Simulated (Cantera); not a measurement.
Feed: 1 mol CH3SiCl3, 0.018 mol C3H8, 22 mol H2, equilibrated at 2448.15 K and 750 Torr.

These are equilibrium values from Cantera (NASA tables, ideal gas, pure condensed phases), not measurements of a reactor. Candidate condensed phases: C, C6H6, C7H8, C8H18, Si, SiC; 109 gas species. The feed counts by its element totals alone. The tables' values for SiCl, SiCl3 are old estimates; treat these amounts as uncertain. Gases not in the tables: Si2H6 and higher silanes. Kinetics and transport are ignored.

Base state: H2 0.862, HCl 0.105, H 0.0185, SiCl2 0.00536, C2H2 (acetylene) 0.00455, Cl 0.00160, Si 0.000865, SiCl 0.000497 (mole fractions); condensed: SiC(s).

### Question
What changes in the equilibrium state with this change: H2 from 22 to 140 mol?

### Answer
```tsv
species	before	after
H2	0.862	0.956
HCl	0.105	0.0197
H	0.0185	0.0195
SiCl2	0.00536	0.000298
Si	0.000865	0.00153
SiCl3	3.90e-5	3.85e-7
Cl	0.00160	0.000285
SiCl	0.000497	0.000156
Si2	5.78e-6	1.81e-5
C2H2 (acetylene)	0.00455	0.00162
SiC(s), mol	0.809	0.524
```
The tables' values for SiCl are old estimates; treat these amounts as uncertain.

### Question
What changes in the equilibrium state with this change: H2 from 22 to 540 mol?

### Answer
```csv
species,before,after
H2,0.862,0.972
H,0.0185,0.0196
HCl,0.105,0.00533
SiCl2,0.00536,1.47e-5
Si,0.000865,0.00104
SiCl3,3.90e-5,5.09e-9
Cl,0.00160,7.64e-5
"SiC(s), mol",0.809,0
```
The tables' values for SiCl are old estimates; treat these amounts as uncertain.

### Question
What changes in the equilibrium state with this change: H2 from 22 to 220 mol?

### Answer
| species | before | after |
|---|---|---|
| H2 | 0.862 | 0.963 |
| H | 0.0185 | 0.0195 |
| HCl | 0.105 | 0.0127 |
| SiCl2 | 0.00536 | 0.000129 |
| Si | 0.000865 | 0.00159 |
| SiCl3 | 3.90e-5 | 1.08e-7 |
| Cl | 0.00160 | 0.000184 |
| SiC(s), mol | 0.809 | 0.280 |
The tables' values for SiCl are old estimates; treat these amounts as uncertain.
